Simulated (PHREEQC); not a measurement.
**Copper plating or etch bath (model solution)**

A solution holds 0.19 mol CuSO4 per kg of water, at 25 °C. Closed to the air; pH follows from the charge balance.

Equilibrium calculation in PHREEQC: ion-association model, wateq4f.dat.

Precipitation was switched off in this run.

Question: What pH does the model give?

Answer: pH 4.44.

Question: In which forms is S present?

Answer: CuSO4 52 %, SO4-2 48 % of the S.

The solution is supersaturated, for example in Antlerite, Brochantite, so a real one may precipitate; this is no full list.
